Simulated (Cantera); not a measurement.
Charge: 1 mol SiH₂Cl₂, 0.0073 mol C₂H₄, 6.3 mol H₂, equilibrated at 0.100 bar.

Equilibrium computed with Cantera from the NASA thermochemical tables; the gas is ideal and each condensed phase is pure. Candidate condensed phases: C, C₆H₆, C₇H₈, C₈H₁₈, Si, SiC; 109 gas species. Mutual solubility and eutectic melting of coexisting phases are not modelled. The tables' values for SiCl₃ are old estimates; treat these amounts as uncertain. Equilibrium is a limit: real reactors are often held back by kinetics, nucleation or transport.

At 1325 K, list the 4 most abundant gas species with their mole fractions, and the condensed phases.

H₂ 0.850, HCl 0.0940, SiCl₂ 0.0285, SiCl₄ 0.0129. Condensed: Si(s) + SiC(s).
